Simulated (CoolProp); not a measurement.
R13 at several states: Z from the reference equation and from simpler models built on Tc = 303.0 K, pc = 3.973 MPa, ω = 0.175; each cubic takes its own stable root.

Values from CoolProp's reference Helmholtz-energy equation of state, Platzer 1990. This equation is an older, rougher fit; its heat capacities, sound speeds and derivatives of the liquid may be far off and weren't checked against measurements.

```csv
T (K),p (MPa),phase,reference,van der Waals,Redlich-Kwong,Soave-Redlich-Kwong,Peng-Robinson
231.5,0.591,liquid,0.02367,0.9092,0.8806,0.02465,0.02174
212.5,0.0899,gas,0.9745,0.9844,0.9789,0.9776,0.9765
285.1,10.2,liquid,0.3827,0.5249,0.4057,0.4013,0.3582
221.9,17.2,liquid,0.6625,0.9477,0.6794,0.6696,0.5958
```

At some of these states van der Waals, Redlich-Kwong gives the other phase, because its saturation line lies elsewhere.
